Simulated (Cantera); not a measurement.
A perfectly stirred reactor is fed with NO : N₂ = 1 : 0.57 (molar parts), at 23000 Pa; it is held at 1975 K, and followed from long to short residence time.

Cantera simulation using GRI-Mech 3.0 (53 species, 325 reactions); the numbers are that mechanism's predictions, not measurements.

x: mole fraction; the columns are a selection and need not sum to one.

```
τ (s)     x NO     x NO₂       x O      x O₂     x N₂O   x N₂
-------  -----  --------  --------  --------  --------  -----
0.44     0.542  0.000230  0.000284    0.0473  0.000119  0.411
0.13     0.607       ___       ___       ___  0.000154  0.378
0.037    0.628  0.000125  0.000149   0.00400  0.000163  0.367
0.011    0.634  0.000104  0.000126   0.00104  0.000150  0.364
0.0031   0.636   7.71e-5   9.68e-5  0.000192  0.000109  0.363
0.00089  0.637   3.50e-5   5.04e-5   1.81e-5   5.59e-5  0.363
0.00026  0.637       ___       ___       ___       ___  0.363
```

Problem. Some entries are withheld; supply them.

Solution. 
- 0.13, x NO₂: 0.000165
- 0.13, x O: 0.000193
- 0.13, x O₂: 0.0146
- 0.00026, x NO₂: 7.79e-6
- 0.00026, x O: 1.78e-5
- 0.00026, x O₂: 1.13e-6
- 0.00026, x N₂O: 2.08e-5
